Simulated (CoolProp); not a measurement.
Saturation properties of propylene.

Computed with CoolProp (reference Helmholtz-energy equation of state, Lemmon 2013).

| T (°C) | p (bar) | liquid density (kg/m³) | vapour density (kg/m³) | liquid cp (kJ/(kg K)) | vapour viscosity (µPa s) |
|---|---|---|---|---|---|
| -61.55 | 0.5127 | 627.0 | 1.254 | 2.144 | 5.97 |
| -55.35 | 0.7029 | 619.5 | 1.680 | 2.163 | 6.14 |
| -49.05 | 0.9490 | 611.8 | 2.220 | 2.184 | 6.31 |
| -42.85 | 1.252 | 604.1 | 2.872 | 2.208 | 6.49 |
| -36.65 | 1.626 | 596.3 | 3.664 | 2.233 | 6.66 |
| -30.45 | 2.080 | 588.3 | 4.613 | 2.261 | 6.84 |
| -24.15 | 2.634 | 580.0 | 5.760 | 2.292 | 7.02 |
| -17.95 | 3.283 | 571.6 | 7.092 | 2.326 | 7.21 |
| -11.75 | 4.044 | 563.0 | 8.650 | 2.362 | 7.41 |
| -5.55 | 4.931 | 554.2 | 10.46 | 2.402 | 7.62 |
| 0.65 | 5.955 | 545.2 | 12.56 | 2.445 | 7.84 |
| 6.95 | 7.149 | 535.6 | 15.03 | 2.494 | 8.08 |
| 13.15 | 8.487 | 525.9 | 17.82 | 2.548 | 8.34 |
| 19.35 | 10.00 | 515.9 | 21.04 | 2.608 | 8.62 |
| 25.55 | 11.70 | 505.3 | 24.73 | 2.676 | 8.93 |

It boils at -47.6 °C under 1 atm.

Viscosity comes from a separate model (Huber 2003), an estimate that may be off by 10 % or more.
